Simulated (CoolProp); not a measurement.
Properties of CF4 (R14) along the isobar 304 kPa.

The numbers come from the reference Helmholtz-energy equation of state, Platzer 1990 in CoolProp. This equation is an older, rougher fit.

```json
[
 {"T (K)": "217.5", "phase": "gas", "density (kg/m³)": "15.29", "Prandtl number": "…"},
 {"T (K)": "237.7", "phase": "gas", "density (kg/m³)": "13.87", "Prandtl number": "…"},
 {"T (K)": "257.8", "phase": "gas", "density (kg/m³)": "12.72", "Prandtl number": "0.759"},
 {"T (K)": "278", "phase": "gas", "density (kg/m³)": "11.74", "Prandtl number": "0.757"},
 {"T (K)": "298.2", "phase": "gas", "density (kg/m³)": "10.91", "Prandtl number": "…"},
 {"T (K)": "318.4", "phase": "gas", "density (kg/m³)": "10.19", "Prandtl number": "0.755"},
 {"T (K)": "338.6", "phase": "gas", "density (kg/m³)": "9.568", "Prandtl number": "0.754"},
 {"T (K)": "358.7", "phase": "gas", "density (kg/m³)": "9.017", "Prandtl number": "…"},
 {"T (K)": "378.9", "phase": "gas", "density (kg/m³)": "8.525", "Prandtl number": "…"},
 {"T (K)": "399.1", "phase": "gas", "density (kg/m³)": "8.085", "Prandtl number": "0.751"},
 {"T (K)": "419.3", "phase": "gas", "density (kg/m³)": "7.689", "Prandtl number": "…"},
 {"T (K)": "439.5", "phase": "gas", "density (kg/m³)": "7.331", "Prandtl number": "0.748"},
 {"T (K)": "459.6", "phase": "gas", "density (kg/m³)": "7.006", "Prandtl number": "0.747"},
 {"T (K)": "479.8", "phase": "gas", "density (kg/m³)": "6.708", "Prandtl number": "0.746"},
 {"T (K)": "500", "phase": "gas", "density (kg/m³)": "6.434", "Prandtl number": "…"}
]
```

Problem. Some entries are withheld; supply them.

Solution. 
- 217.5, Prandtl number: 0.765
- 237.7, Prandtl number: 0.761
- 298.2, Prandtl number: 0.756
- 358.7, Prandtl number: 0.753
- 378.9, Prandtl number: 0.752
- 419.3, Prandtl number: 0.750
- 500, Prandtl number: 0.744

Viscosity comes from a separate model (Huber 2003), an estimate that may be off by 10 % or more. Thermal conductivity comes from a separate model (Huber 2003), an estimate that may be off by 10 % or more.
